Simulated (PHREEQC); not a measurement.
Consider water at 20 °C with 0.016 mol/kgw MgCl2, 2.6e-05 mol/kgw CO2 and 0.00033 mol/kgw KCl. Closed to the air; pH follows from the charge balance.

All values are PHREEQC results (ion-association model, wateq4f.dat), not measurements.

This is a speciation only: nothing precipitates in the calculation.

### Question
What pH does the model give?

### Answer
pH 5.49.

### Question
In which forms is C present?

### Answer
CO2 85 %, HCO3- 13 %, MgHCO3+ 1.2 % of the C.
